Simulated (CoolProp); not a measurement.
The fluid at 298.15 K and 0.528 MPa flows at 14 m/s in a round tube of 20 mm bore and 45 µm roughness, fully developed (64/Re and Nu = 3.66 if laminar; Colebrook and Gnielinski if turbulent). The same conditions are run with several fluids, on thermodynamics alone (safety and materials aside).

Computed with CoolProp (reference Helmholtz-energy equation of state of each fluid (methane: Setzmann 1991; R143a: Lemmon and Jacobsen 2000; propylene: Lemmon 2013; ethane: Bücker 2006; C2F6 (R116): Lemmon 2006)).

Q: Rank methane, R143a, propylene, ethane, C2F6 (R116) by Reynolds number, highest first.

A: C2F6 (R116) (618000), R143a (493000), propylene (317000), ethane (198000), methane (85800)

```csv
fluid,Darcy friction factor,pressure drop (Pa/m),heat-transfer coefficient (W/(m² K)),mass flow (kg/h)
methane,0.0260,439,403,54.6
R143a,0.0245,2370,988,313
propylene,0.0247,1180,764,154
ethane,0.0250,818,584,106
C2F6 (R116),0.0244,3730,1210,493
```

Transport values come from each fluid's own correlations; those of R143a, propylene, C2F6 (R116) are estimates that may be off by 10 % or more.
